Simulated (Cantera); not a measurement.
Gas mixture: 37.5 % C2H2, 62.5 % C2H4, at 0.0385 atm, frozen composition.

Cantera's kinetic-theory transport with the Lennard-Jones parameters of GRI-Mech 3.0, ideal gas; thermal conductivity in the mixture-averaged form. The composition is frozen, though it would react at the higher temperatures.

One state of this run: ρ (kg/m³) = 0.0160; cp (J/kg/K) = 2792; μ (µPa s) = 23.8; λ (mW/m/K) = 88.9; Pr = 0.748; D (cm²/s) NH3 = 27.3; D (cm²/s) CH3 = 26.2; D (cm²/s) H2O = 28.6. D: mixture-averaged diffusion coefficient of that species in the mixture.

Task: Which value of T (K) does it belong to?
A) 2000
B) 800
C) 1600
D) 400

Result: B, 800
